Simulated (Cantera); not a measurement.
Feed: 1 mol PbO, a varied amount of N₂, equilibrated at 0.00270 bar.

Equilibrium computed with Cantera from the NASA thermochemical tables; the gas is ideal and each condensed phase is pure. Candidate condensed phases: Pb, PbO, PbO₂, Pb₃O₄; 12 gas species. Equilibrium is a limit: real reactors are often held back by kinetics, nucleation or transport.

Stable condensed phases, one row left out:

```
T in K \ n(N₂) in mol
         2.4 3.1 3.9 4.9 6.2 7.8 9.8  12  16  20  25  31  39
   1500    A   A   A   A   A   A   A   A   A   A   A   A   A
   1450    A   A   A   A   A   A   A   A   A   A   A   A   A
   1400    A   A   A   A   A   A   A   A   A   A   A   A   A
   1300    B   B   B   A   A   A   A   A   A   A   A   A   A
   1250    B   B   B   B   B   B   B   A   A   A   A   A   A
   1200    B   B   B   B   B   B   B   B   B   B   B   B   A
   1150    B   B   B   B   B   B   B   B   B   B   B   B   B
   1100    B   B   B   B   B   B   B   B   B   B   B   B   B
   1050    B   B   B   B   B   B   B   B   B   B   B   B   B
   1000    B   B   B   B   B   B   B   B   B   B   B   B   B
    950    B   B   B   B   B   B   B   B   B   B   B   B   B
```

A: gas only; B: PbO.

Give the row for 1350 K.

2.4: gas only; 3.1: gas only; 3.9: gas only; 4.9: gas only; 6.2: gas only; 7.8: gas only; 9.8: gas only; 12: gas only; 16: gas only; 20: gas only; 25: gas only; 31: gas only; 39: gas only.
